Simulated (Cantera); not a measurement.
## Thermodynamics of titanium nitride, carbide and oxide coatings, feed Ti(OiPr)₄ + N₂ + H₂

Charge: 1 mol Ti(OiPr)₄, 7 mol N₂, 100 mol H₂, held at 0.000950 bar.

These are equilibrium values from Cantera (NASA tables, ideal gas, pure condensed phases), not measurements of a reactor. Candidate condensed phases: C, C₆H₆, C₇H₈, C₈H₁₈, H₂O, Ti, TiC, TiN, TiO, TiO₂, Ti₂O₃, Ti₃O₅, Ti₄O₇; 139 gas species. The feed counts by its element totals alone. TiC: taken at fixed stoichiometry. Rates play no part.

```tsv
T (K)	x H₂	x N₂	x CO	x H	x HCN	x C₂H₂ (acetylene)	x HNC	n C(graphite)	n TiC(s)
1475	0.912	0.0559	0.0320	0.000402	0.000199	6.08e-6	3.10e-6	6.97	1.00
1500	0.911	0.0559	0.0320	0.000545	0.000239	8.22e-6	4.03e-6	6.97	1.00
1525	0.911	0.0558	0.0320	0.000733	0.000284	1.10e-5	5.18e-6	6.96	1.00
1550	0.911	0.0558	0.0320	0.000975	0.000335	1.46e-5	6.62e-6	6.95	1.00
1575	0.911	0.0558	0.0320	0.00129	0.000394	1.92e-5	8.39e-6	6.94	1.00
1600	0.910	0.0557	0.0320	0.00168	0.000461	2.50e-5	1.05e-5	6.93	1.00
1625	0.910	0.0557	0.0320	0.00218	0.000536	3.23e-5	1.32e-5	6.92	1.00
1650	0.909	0.0556	0.0320	0.00281	0.000621	4.15e-5	1.63e-5	6.91	1.00
1675	0.908	0.0555	0.0319	0.00359	0.000716	5.27e-5	2.01e-5	6.89	1.00
1700	0.907	0.0554	0.0319	0.00455	0.000822	6.66e-5	2.46e-5	6.88	1.00
1725	0.906	0.0554	0.0319	0.00574	0.000939	8.35e-5	2.99e-5	6.86	1.00
1750	0.904	0.0552	0.0319	0.00718	0.00107	0.000104	3.61e-5	6.84	1.00
1775	0.903	0.0551	0.0319	0.00892	0.00121	0.000129	4.34e-5	6.81	1.000
1800	0.901	0.0550	0.0318	0.0110	0.00137	0.000158	5.18e-5	6.78	1.000
```
x: gas mole fraction; n: condensed amount in mol.

From 1475 K to 1800 K the condensed part is C(graphite) + TiC(s).
